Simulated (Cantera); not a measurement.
**Stirred combustor or abatement burner**

A perfectly stirred reactor is fed with CH₃OH : O₂ : N₂ = 1 : 3.12 : 11.8 (molar parts), equivalence ratio 0.48, at 0.510 bar; it is adiabatic with a 400 K inlet, and is followed from long to short residence time, starting on the burning branch (τ in s: 0.05, 0.018, 0.0066, 0.0024, 0.00086, 0.00031, 0.00011, 4.1e-05, 1.5e-05, 5.3e-06).

Computed with Cantera and GRI-Mech 3.0 (53 species, 325 reactions). GRI-Mech 3.0 was tuned for natural gas; its chemistry of methanol as a main component is partial and can be far from experiment.

```csv
τ (s),T (K),x CH₃OH,x O₂,x H,x H₂,x C₂H
0.050,1562,1.51e-5,0.0988,4.41e-5,0.000175,<1e-12
0.018,1551,2.98e-5,0.0991,0.000103,0.000319,<1e-12
0.0066,1529,6.25e-5,0.100,0.000209,0.000557,<1e-12
0.0024,400,0.0628,0.196,<1e-12,<1e-12,<1e-12
0.00086,400,0.0628,0.196,<1e-12,<1e-12,<1e-12
0.00031,400,0.0628,0.196,<1e-12,<1e-12,<1e-12
0.00011,400,0.0628,0.196,<1e-12,<1e-12,<1e-12
4.1e-5,400,0.0628,0.196,<1e-12,<1e-12,<1e-12
1.5e-5,400,0.0628,0.196,<1e-12,<1e-12,<1e-12
5.3e-6,400,0.0628,0.196,<1e-12,<1e-12,<1e-12
```
x: mole fraction; the columns are a selection and need not sum to one.
